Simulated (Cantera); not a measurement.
A closed system holds: 1 mol Si3N4, 0.27 mol H2O, 2.4 mol N2, held at 4.30 Pa.

Method: chemical equilibrium by Gibbs-energy minimisation in Cantera with the NASA 1993 tables (ideal gas, pure condensed phases). Candidate condensed phases: H2O, Si, SiO2, Si2N2O, Si3N4; 35 gas species. The numbers say what is thermodynamically allowed, not how fast it happens.

Question: What share of the Si ends up in condensed phases as a function of T (K), at 1625, 1675, 1725, 1775, 1825, 1875, 1925?

Answer: 
```
T (K)  Si condensed (%)     as
-----  ----------------  -----
1625               90.4  Si(s)
1675               89.3  Si(s)
1725               86.9  Si(l)
1775               81.8  Si(l)
1825               70.8  Si(l)
1875               45.1  Si(l)
1925                0.0      -
```
